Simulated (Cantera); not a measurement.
Input: 1 mol SiO₂, 0.0046 mol C, 0.95 mol H₂, at 2277 °C.

These are equilibrium values from Cantera (NASA tables, ideal gas, pure condensed phases), not measurements of a reactor. Candidate condensed phases: C, C₆H₆, C₇H₈, C₈H₁₈, H₂O, Si, SiC, SiO₂; 123 gas species. The tables hold silica as quartz up to 1696 K and as liquid above; real silica turns to tridymite and cristobalite and melts near 1996 K. Gases not in the tables: Si(OH)₄. Rates play no part.

Which condensed phases are stable at each of these points (P (Pa)): 1, 4.60, 22, 100, 460, 2200, 10000, 46000, 220000, 1000000?


| P (Pa) | condensed phases | Si condensed (%) |
|---|---|---|
| 1 | gas only | 0.0 |
| 4.60 | gas only | 0.0 |
| 22 | gas only | 0.0 |
| 100 | gas only | 0.0 |
| 460 | gas only | 0.0 |
| 2200 | gas only | 0.0 |
| 10000 | SiO₂(l) | 41.4 |
| 46000 | SiO₂(l) | 68.4 |
| 220000 | SiO₂(l) | 84.8 |
| 1000000 | SiO₂(l) | 92.7 |

From 1.00 Pa to 22.0 mbar nothing is condensed. From 0.100 bar to 10.0 bar the condensed part is SiO₂(l).
